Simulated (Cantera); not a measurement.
An adiabatic, constant-pressure homogeneous reactor starts with 8.11 % CH₃OH, 19.3 % O₂, 72.6 % N₂, at 1700 K and 720000 Pa.

Model: GRI-Mech 3.0 (53 species, 325 reactions), integrated in Cantera. GRI-Mech 3.0 was tuned for natural gas; its chemistry of methanol as a main component is partial and can be far from experiment.

**Question.** Predict: time of steepest temperature rise; temperature at 0.400 s; equilibrium temperature; x(O₂) at 0.400 s; x(H₂O₂) at 0.400 s; x(O) at 0.400 s.

**Answer.** 
```json
{
 "time_of_steepest_temperature_rise": "10.1 µs",
 "temperature at 0.400 s": "2746 K",
 "equilibrium_temperature": "2746 K",
 "x(O₂) at 0.400 s": "0.0612 (gas-phase equilibrium 0.0612)",
 "x(H₂O₂) at 0.400 s": "1.07e-6 (gas-phase equilibrium 1.07e-6)",
 "x(O) at 0.400 s": "0.00406 (gas-phase equilibrium 0.00406)"
}
```
